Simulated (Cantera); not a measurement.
Feed: 1 mol FeS, 0.42 mol H2S, 8.9 mol O2, at 877 °C and 0.100 bar.

Cantera equilibrium calculation (NASA polynomials, part measured and part estimated; ideal gas, pure solids and liquids). Candidate condensed phases: Fe, FeO, Fe(OH)2, Fe(OH)3, FeS, FeSO4, FeS2, Fe2O3, Fe2(SO4)3, Fe3O4, H2O, H2SO4, S; 22 gas species. Rates play no part.

Base state: O2 0.778, SO2 0.154, H2O 0.0507, SO3 0.0169 (mole fractions); condensed: Fe2O3(s).

Question: What changes in the equilibrium state with this change: pressure from 0.100 bar to 1.00 bar?

Answer: 
| species | before | after |
|---|---|---|
| O2 | 0.778 | 0.775 |
| SO2 | 0.154 | 0.129 |
| H2O | 0.0507 | 0.0514 |
| SO3 | 0.0169 | 0.0446 |
| Fe2O3(s), mol | 0.500 | 0.500 |

Question: What changes in the equilibrium state with this change: O2 from 8.9 to 1.1 mol?

Answer: 
| species | before | after |
|---|---|---|
| SO2 | 0.154 | 0.580 |
| H2O | 0.0507 | 0.360 |
| S2 | <1e-9 | 0.0468 |
| O2 | 0.778 | <1e-9 |
| SO3 | 0.0169 | 1.04e-7 |
| H2S | <1e-9 | 0.00765 |
| H2 | <1e-9 | 0.00338 |
| S2O | <1e-9 | 0.00236 |
| Fe2O3(s), mol | 0.500 | 0 |
| FeS(s), mol | 0 | 0.643 |
| Fe3O4(s), mol | 0 | 0.119 |
Mutual solubility and eutectic melting of coexisting phases are not modelled. FeS: taken at fixed stoichiometry. Gases not in the tables: S3 to S7.
